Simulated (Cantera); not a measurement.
An isothermal, constant-pressure homogeneous reactor starts with NO : N2 = 1 : 6.5 (molar parts), at 1898 K and 0.415 atm. Integrator tolerance rtol = 1e-08.

Detailed kinetics in Cantera: GRI-Mech 3.0 (53 species, 325 reactions).

```
quantity                                            before                                     after
----------------  ----------------------------------------  ----------------------------------------
x(NO) at 3.00 s      0.103 (gas-phase equilibrium 0.00346)     0.139 (gas-phase equilibrium 0.00415)
x(NO2) at 3.00 s   3.82e-5 (gas-phase equilibrium 2.57e-6)   7.08e-5 (gas-phase equilibrium 3.76e-6)
x(N2O) at 3.00 s   4.64e-6 (gas-phase equilibrium 1.38e-7)   8.18e-6 (gas-phase equilibrium 1.63e-7)
x(N2) at 3.00 s        0.882 (gas-phase equilibrium 0.932)       0.832 (gas-phase equilibrium 0.899)
x(O) at 3.00 s    5.89e-5 (gas-phase equilibrium 0.000116)  8.13e-5 (gas-phase equilibrium 0.000142)
x(O2) at 3.00 s      0.0149 (gas-phase equilibrium 0.0649)     0.0293 (gas-phase equilibrium 0.0966)
```

Question: What was changed between the two runs?
(A) N2 6.5 to 39 parts
(B) temperature 1898 to 1700 K
(C) temperature 1898 to 2100 K
(D) NO 1 to 1.6 parts

Answer: D, NO 1 to 1.6 parts
